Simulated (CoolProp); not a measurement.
The fluid at 298.15 K and 0.541 MPa is throttled through a valve to 0.286 MPa with no heat exchange. The same conditions are run with several fluids, on thermodynamics alone (safety and materials aside).

Model: reference Helmholtz-energy equation of state of each fluid (CF4 (R14): Platzer 1990; dry air: Lemmon 2000; R507A: Lemmon 2003; methane: Setzmann 1991; C2F6 (R116): Lemmon 2006), in CoolProp. The equations of Platzer and Polt are older, rougher fits. Blends and air are pseudo-pure fits.

| fluid | temperature change (K) | final density (kg/m³) |
|---|---|---|
| CF4 (R14) | ? | ? |
| dry air | -0.6 | 3.35 |
| R507A | ? | ? |
| methane | ? | 1.87 |
| C2F6 (R116) | -2.2 | 16.6 |

What belongs in the gaps?


- CF4 (R14), temperature change (K): -1.4
- CF4 (R14), final density (kg/m³): 10.3
- R507A, temperature change (K): -4.6
- R507A, final density (kg/m³): 12.2
- methane, temperature change (K): -1.1
